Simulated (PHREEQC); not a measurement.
A made-up water analysis in mmol/kgw, 25 °C, pH 2.3, pe 9.1: Na 31.4; K 2; Ca 9.02; Mg 9.09; Cl 3.36; S(6) 57.9; Fe(3) 16.6.

Valence states are taken as typed.

Equilibrium calculation in PHREEQC: ion-association model, phreeqc.dat.

Precipitation was switched off in this run.

Question: Order these Ca species by the share of Ca that they hold, largest first: CaSO4, Ca+2, CaHSO4+.

Answer: Ca+2 (61 %), CaSO4 (37 %), CaHSO4+ (1.6 %)

The pH is 2.30 and the ionic strength 0.107 mol/kgw. Saturation is exceeded, for instance for Jarosite-K, Hematite (slow to form); the values hold only as long as no solid forms.
